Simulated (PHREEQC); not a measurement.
Solution (25 °C): 0.00025 mol/kgw Cu(NO3)2, 0.00042 mol/kgw H2SO4 and 9.8e-06 mol/kgw KCl. Closed to the air; pH follows from the charge balance.

All values are PHREEQC results (ion-association model, wateq4f.dat), not measurements.

| Quantity | Value |
|---|---|
| pH | 3.11 |
| ionic strength | 0.00192 mol/kgw |
| total alkalinity | -0.840 meq/kg |

| species | molality | activity | log γ |
|---|---|---|---|
| H+ | 0.000815 | 0.000779 | -0.020 |
| NO3- | 0.000500 | 0.000476 | -0.021 |
| SO4-2 | 0.000382 | 0.000315 | -0.083 |
| Cu+2 | 0.000237 | 0.000196 | -0.082 |
| HSO4- | 2.51e-5 | 2.39e-5 | -0.021 |
| CuSO4 | 1.26e-5 | 1.26e-5 | 0.000 |
| Cl- | 9.80e-6 | 9.33e-6 | -0.021 |
| K+ | 9.78e-6 | 9.31e-6 | -0.021 |
| KSO4- | 2.16e-8 | 2.06e-8 | -0.021 |
| CuCl+ | 5.18e-9 | 4.93e-9 | -0.021 |
| CuOH+ | 2.65e-9 | 2.52e-9 | -0.021 |

This is a speciation only: nothing precipitates in the calculation. Species that the database lacks are ignored.
